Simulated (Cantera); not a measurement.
Feed: 1 mol SiHCl3, 1800 mol H2, held at 1723 K and 0.0100 bar.

Method: chemical equilibrium by Gibbs-energy minimisation in Cantera with the NASA 1993 tables (ideal gas, pure condensed phases). Candidate condensed phases: Si; 19 gas species. Gases not in the tables: Si2H6 and higher silanes. Equilibrium is a limit: real reactors are often held back by kinetics, nucleation or transport.

Base state: H2 0.996, H 0.00182, HCl 0.00164, Si 9.83e-5, SiH2 1.69e-5, SiH 1.41e-5 (mole fractions); condensed: Si(l).

Question: What changes in the equilibrium state with this change: SiHCl3 replaced by SiCl4?

Answer: 
| species | before | after |
|---|---|---|
| H2 | 0.996 | 0.996 |
| HCl | 0.00164 | 0.00218 |
| H | 0.00182 | 0.00182 |
| SiCl2 | 9.33e-6 | 1.65e-5 |
| Si | 9.83e-5 | 9.83e-5 |
| SiH2 | 1.69e-5 | 1.69e-5 |
| SiH | 1.41e-5 | 1.41e-5 |
| Si(l), mol | 0.743 | 0.729 |

Question: What changes in the equilibrium state with this change: temperature from 1723 K to 925 K?

Answer: 
```csv
species,before,after
H2,0.996,0.998
HCl,0.00164,0.00160
SiHCl3,<1e-9,1.09e-5
H,0.00182,2.60e-9
Si,9.83e-5,<1e-9
SiH2,1.69e-5,<1e-9
SiH,1.41e-5,<1e-9
"Si(l), mol",0.743,0
"Si(s), mol",0,0.959
```
